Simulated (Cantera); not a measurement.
Feed: 1 mol FeS, 0.23 mol SO2, 0.044 mol CO2, held at 0.100 bar.

Method: chemical equilibrium by Gibbs-energy minimisation in Cantera with the NASA 1993 tables (ideal gas, pure condensed phases). Candidate condensed phases: C, Fe, Fe(CO)5, FeO, FeS, FeSO4, FeS2, Fe2O3, Fe2(SO4)3, Fe3O4, S; 25 gas species. Metal and sulfide melt together well below either melting point, which pure phases cannot show. Mutual solubility and eutectic melting of coexisting phases are not modelled. The tables' stoichiometric FeO is somewhat more stable than real wüstite, so its field is too wide. FeO, FeS: taken at fixed stoichiometry. Rates play no part. All values below are at 1102 °C.

Base state: SO2 0.715, CO2 0.143, S2 0.124, CO 0.0103, S2O 0.00510, SO 0.00316, COS 0.000262 (mole fractions); condensed: FeO(s) + FeS(s).

Question: What changes in the equilibrium state with this change: pressure from 0.100 bar to 4.10 bar?

Answer: 
```tsv
species	before	after
SO2	0.715	0.778
CO2	0.143	0.155
S2	0.124	0.0554
CO	0.0103	0.00346
SO	0.00316	0.00107
S2O	0.00510	0.00736
COS	0.000262	0.000377
FeO(s), mol	0.0502	0
FeS(s), mol	0.950	0.979
Fe3O4(s), mol	0	0.00691
```
FeS: taken at fixed stoichiometry.
